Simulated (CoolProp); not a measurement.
Nitrous oxide along the isotherm 244.6 K: density (kg/m³) from the reference equation and from simpler models built on Tc = 309.5 K, pc = 7245 kPa, ω = 0.161; each cubic takes its own stable root.

The numbers come from the reference Helmholtz-energy equation of state, Lemmon 2006 in CoolProp. It is a short technical equation, of lower accuracy than the large ones.

| p (kPa) | phase | reference |
|---|---|---|
| 402 | gas | 9.078 |
| 805 | gas | 19.09 |
| 1210 | gas | 30.42 |
| 1610 | liquid | 1033 |
| 2010 | liquid | 1034 |
| 2410 | liquid | 1036 |
| 2820 | liquid | 1037 |
| 3220 | liquid | 1039 |
| 3620 | liquid | 1040 |

How far does each simpler model (van der Waals, Soave-Redlich-Kwong) lie from the reference over these 9 states: mean and median of the absolute difference, and the worst?


- van der Waals: mean 45.1 %, median 37.4 %, worst -96.1 % at 244.6 K and 1610 kPa
- Soave-Redlich-Kwong: mean 5.9 %, median 8.4 %, worst -8.7 % at 244.6 K and 1610 kPa

At some of these states van der Waals gives the other phase, because its saturation line lies elsewhere.
